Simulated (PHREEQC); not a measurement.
**Nickel, zinc or cadmium bath**

A solution holds 4.3e-05 mol CdCl2 and 0.00011 mol NaOH per kg of water, at 62 °C. Closed to the air; pH follows from the charge balance.

All values are PHREEQC results (ion-association model, phreeqc.dat), not measurements.

No solid was allowed to form.

Task: What pH does the model give?

Result: pH 8.92.

Task: In which forms is Cd present?

Result: Cd+2 56 %, CdOH+ 43 % of the Cd.

Constants without temperature data keep their 25 °C values here.
